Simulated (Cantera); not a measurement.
A closed system holds: 1 mol PbO, a varied amount of CO, 46 mol N₂, equilibrated at 427 °C and 18.8 Torr.

Cantera equilibrium calculation (NASA polynomials, part measured and part estimated; ideal gas, pure solids and liquids). Candidate condensed phases: C, Pb, PbO, PbO₂, Pb₃O₄; 27 gas species. Kinetics and transport are ignored.

### Question
Which condensed phases are stable at each of these points (n(CO) (mol)): 0.089, 0.13, 0.2, 0.29, 0.44, 0.65, 0.97, 1.4, 2.1, 3.2?

### Answer
```
n(CO) (mol)     condensed phases  Pb condensed (%)
-----------  -------------------  ----------------
0.089           Pb(l) + PbO(red)             100.0
0.13            Pb(l) + PbO(red)             100.0
0.2             Pb(l) + PbO(red)             100.0
0.29            Pb(l) + PbO(red)             100.0
0.44            Pb(l) + PbO(red)             100.0
0.65            Pb(l) + PbO(red)             100.0
0.97            Pb(l) + PbO(red)             100.0
1.4                        Pb(l)             100.0
2.1          C(graphite) + Pb(l)             100.0
3.2          C(graphite) + Pb(l)             100.0
```

From 0.089 mol CO to 0.97 mol CO the condensed part is Pb(l) + PbO(red). At 1.4 mol CO the condensed part is Pb(l). From 2.1 mol CO to 3.2 mol CO the condensed part is C(graphite) + Pb(l).
